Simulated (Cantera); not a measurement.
Input (Python, Cantera) and output of one run.

```python
import numpy as np
import cantera as ct

gas_names = """
    Cr CrN CrO CrO2 CrO3 N NO NO2 NO3 N2 N2O O O2 O3
""".split()
cond_names = """
    Cr(cr) Cr(L) CrN(s) Cr2N(s) Cr2O3(s) Cr2O3(L)
""".split()


# ... load() reads the species with a 1 bar reference pressure and builds the phases ...
atoms = {
    'Cr': {'Cr': 1},
    'N2O': {'N': 2, 'O': 1},
}
top_T = {'CrN(s)': 1900, 'Cr2N(s)': 1900}  # K; cautious upper limits of use, not melting points


# ... equilibrate(T, P, feed) seeds the gas with the atoms and calls Mixture.equilibrate('TP', solver="vcs", rtol=1e-11, max_steps=5000) ...
results = []
feed = {'Cr': 1, 'N2O': 2.1}  # mol
P = 2.9  # Pa
for T in [1525, 1550, 1575, 1600, 1625, 1650, 1675, 1700, 1725, 1750, 1775, 1800, 1825, 1850]:
    mix = equilibrate(T, P, feed)
    results.append((T, P, feed, dict(zip(mix.species_names, mix.species_moles))))
    x = sorted(zip(gas.X, gas.species_names), reverse=True)
    print(f"T = {T:g} K  P = {P:g} Pa  gas = {mix.phase_moles(0):.4g} mol")
    print("   x: " + "  ".join(f"{s} {v:.3e}" for v, s in x if v > 1e-05))
    print("   condensed (mol): " + ("  ".join(f"{mix.phase(i).name} {mix.phase_moles(i):.4g}"
          for i in range(1, mix.n_phases) if mix.phase_moles(i) > 1e-12) or "none"))
```

Result:

```
T = 1525 K  P = 2.9 Pa  gas = 2.4 mol
   x: N2 8.743e-01  O2 1.242e-01  NO 1.118e-03  O 3.707e-04
   condensed (mol): Cr2O3(s) 0.5
T = 1550 K  P = 2.9 Pa  gas = 2.401 mol
   x: N2 8.741e-01  O2 1.241e-01  NO 1.255e-03  O 5.120e-04  CrO2 1.294e-05
   condensed (mol): Cr2O3(s) 0.5
T = 1575 K  P = 2.9 Pa  gas = 2.401 mol
   x: N2 8.740e-01  O2 1.239e-01  NO 1.404e-03  O 6.998e-04  CrO2 2.308e-05
   condensed (mol): Cr2O3(s) 0.5
T = 1600 K  P = 2.9 Pa  gas = 2.401 mol
   x: N2 8.738e-01  O2 1.237e-01  NO 1.564e-03  O 9.471e-04  CrO2 4.041e-05
   condensed (mol): Cr2O3(s) 0.4999
T = 1625 K  P = 2.9 Pa  gas = 2.402 mol
   x: N2 8.735e-01  O2 1.234e-01  NO 1.736e-03  O 1.270e-03  CrO2 6.950e-05
   condensed (mol): Cr2O3(s) 0.4999
T = 1650 K  P = 2.9 Pa  gas = 2.402 mol
   x: N2 8.732e-01  O2 1.230e-01  NO 1.921e-03  O 1.687e-03  CrO2 1.175e-04
   condensed (mol): Cr2O3(s) 0.4998
T = 1675 K  P = 2.9 Pa  gas = 2.403 mol
   x: N2 8.728e-01  O2 1.226e-01  O 2.221e-03  NO 2.118e-03  CrO2 1.954e-04
   condensed (mol): Cr2O3(s) 0.4997
T = 1700 K  P = 2.9 Pa  gas = 2.404 mol
   x: N2 8.723e-01  O2 1.221e-01  O 2.900e-03  NO 2.327e-03  CrO2 3.200e-04  CrO3 1.300e-05
   condensed (mol): Cr2O3(s) 0.4996
T = 1725 K  P = 2.9 Pa  gas = 2.406 mol
   x: N2 8.717e-01  O2 1.214e-01  O 3.756e-03  NO 2.548e-03  CrO2 5.161e-04  CrO 1.783e-05  CrO3 1.685e-05
   condensed (mol): Cr2O3(s) 0.4993
T = 1750 K  P = 2.9 Pa  gas = 2.407 mol
   x: N2 8.709e-01  O2 1.206e-01  O 4.824e-03  NO 2.781e-03  CrO2 8.203e-04  CrO 3.693e-05  CrO3 2.164e-05
   condensed (mol): Cr2O3(s) 0.4989
T = 1775 K  P = 2.9 Pa  gas = 2.41 mol
   x: N2 8.699e-01  O2 1.196e-01  O 6.147e-03  NO 3.023e-03  CrO2 1.286e-03  CrO 7.494e-05  CrO3 2.756e-05
   condensed (mol): Cr2O3(s) 0.4983
T = 1800 K  P = 2.9 Pa  gas = 2.413 mol
   x: N2 8.685e-01  O2 1.183e-01  O 7.772e-03  NO 3.275e-03  CrO2 1.988e-03  CrO 1.492e-04  CrO3 3.479e-05
   condensed (mol): Cr2O3(s) 0.4974
T = 1825 K  P = 2.9 Pa  gas = 2.418 mol
   x: N2 8.666e-01  O2 1.167e-01  O 9.748e-03  NO 3.533e-03  CrO2 3.034e-03  CrO 2.914e-04  CrO3 4.352e-05  Cr 1.977e-05
   condensed (mol): Cr2O3(s) 0.4959
T = 1850 K  P = 2.9 Pa  gas = 2.425 mol
   x: N2 8.641e-01  O2 1.147e-01  O 1.213e-02  CrO2 4.571e-03  NO 3.795e-03  CrO 5.593e-04  CrO3 5.394e-05  Cr 4.626e-05
   condensed (mol): Cr2O3(s) 0.4937
```

Method: chemical equilibrium by Gibbs-energy minimisation in Cantera with the NASA 1993 tables (ideal gas, pure condensed phases).
